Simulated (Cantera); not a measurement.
Feed: 1 mol Si, 0.0012 mol O2, 1.2 mol H2, held at 3.60 bar.

These are equilibrium values from Cantera (NASA tables, ideal gas, pure condensed phases), not measurements of a reactor. Candidate condensed phases: H2O, Si, SiO2; 18 gas species. Mutual solubility and eutectic melting of coexisting phases are not modelled. The tables hold silica as quartz up to 1696 K and as liquid above; real silica turns to tridymite and cristobalite and melts near 1996 K. Gases not in the tables: Si2H6 and higher silanes. Equilibrium is a limit: real reactors are often held back by kinetics, nucleation or transport.

log p: log10 of the partial pressure in bar; n: condensed amount in mol.

| T (K) | log p H2 | log p SiO | log p H | log p SiH2 | n Si(s) | n SiO2(β-quartz) | n Si(l) |
|---|---|---|---|---|---|---|---|
| 1550 | 0.56 | -2.90 | ? | -5.00 | 0.999 | 0.000988 | 0 |
| 1600 | 0.56 | -2.55 | ? | -4.74 | 0.998 | 0.000720 | 0 |
| 1650 | 0.56 | -2.21 | ? | -4.51 | 0.998 | 0.000163 | 0 |
| 1700 | 0.56 | -2.15 | ? | -4.29 | 0 | 0 | 0.998 |
| 1750 | 0.56 | -2.15 | ? | -4.13 | 0 | 0 | 0.998 |
| 1800 | 0.56 | -2.15 | ? | -3.97 | 0 | 0 | 0.998 |
| 1850 | 0.56 | -2.15 | ? | -3.82 | 0 | 0 | 0.998 |
| 1900 | 0.56 | -2.15 | ? | -3.68 | 0 | 0 | 0.998 |

Problem. Fill in the missing entries.

Solution. 
- 1550, log p H: -4.22
- 1600, log p H: -3.99
- 1650, log p H: -3.76
- 1700, log p H: -3.55
- 1750, log p H: -3.36
- 1800, log p H: -3.17
- 1850, log p H: -2.99
- 1900, log p H: -2.82
